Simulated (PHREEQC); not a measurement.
1 kg of water holding 0.44 mol/kgw Na2SO4, 0.16 mol/kgw MgSO4 and 0.11 mol/kgw K2SO4 is evaporated at 60 °C; the solids stay in contact with the brine. No CO2 enters from the air. Solids allowed: Arcanite, Bloedite, Brucite, Epsomite, Glaserite, Hexahydrite, Kieserite, Leonite, Mirabilite, Misenite, Schoenite, Thenardite. Others were left out.

The series has 13 steps of water left (kg), from 1 to 0.09502.

Computed with PHREEQC (Pitzer model, pitzer.dat).

### Question
Which solids form, in which order, and at which step of the series does each first stand?

### Answer
Glaserite from water left = 0.1407 kg; Thenardite from water left = 0.1407 kg.

Constants without temperature data keep their 25 °C values here.
